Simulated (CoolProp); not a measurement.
Fluorine at 284.96 K and 1.33 MPa is throttled through a valve to 0.155 MPa with no heat exchange. Each further row changes one setting.

Values from CoolProp's reference Helmholtz-energy equation of state, de Reuck 1990.

```json
[
 {"case": "as stated", "temperature change (K)": "-2.4", "final density (kg/m³)": "2.51"},
 {"case": "outlet pressure 0.0465 MPa", "temperature change (K)": "-2.7", "final density (kg/m³)": "0.753"},
 {"case": "outlet pressure 0.202 MPa", "temperature change (K)": "-2.3", "final density (kg/m³)": "3.27"}
]
```
